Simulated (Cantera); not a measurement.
Input: 1 mol SiF4, a varied amount of H2O, equilibrated at 1373 K and 10.0 mbar.

These are equilibrium values from Cantera (NASA tables, ideal gas, pure condensed phases), not measurements of a reactor. Candidate condensed phases: H2O, Si, SiO2; 38 gas species. The tables hold silica as quartz up to 1696 K and as liquid above; real silica turns to tridymite and cristobalite and melts near 1996 K. The numbers say what is thermodynamically allowed, not how fast it happens.

### Question
At 0.4 mol H2O, list the 4 most abundant gas species with their mole fractions, and the condensed phases.

### Answer
SiF4 0.509, HF 0.480, H2O 0.0117, H2 1.34e-5. Condensed: SiO2(β-quartz).
